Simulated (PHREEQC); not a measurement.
0.026 g of hydrous ferric oxide (600 m²/g; 0.2 weak and 0.005 strong sites per Fe, Dzombak-Morel constants, diffuse double layer) in 1 kg of water with 0.3 mol/kgw of an inert sodium salt and 6.5e-06 mol/kgw MgCl2, at 25 °C; the pH is set by adding NaOH or the inert anion's acid. Oxygen alone is held at its pressure in air (log pO2 = -0.68). The system is closed to CO2. Nothing may precipitate in this run.

Computed with PHREEQC (ion-association model, wateq4f.dat).

| pH | Mg sorbed (%) | surface charge σ (C/m²) | surface potential ψ (mV) |
|---|---|---|---|
| 4 | 0.0 | 0.349 | 123 |
| 4.75 | 0.0 | 0.296 | 115 |
| 5.5 | 0.0 | 0.210 | 98 |
| 6.25 | 0.0 | 0.129 | 74 |
| 7 | 0.1 | 0.066 | 46 |
| 7.75 | 1.1 | 0.020 | 16 |
| 8.5 | 16.5 | -0.019 | -15 |
| 9.25 | 71.5 | -0.057 | -41 |
| 10 | 96.6 | -0.109 | -67 |

Complexes and solids missing from the database can't appear.
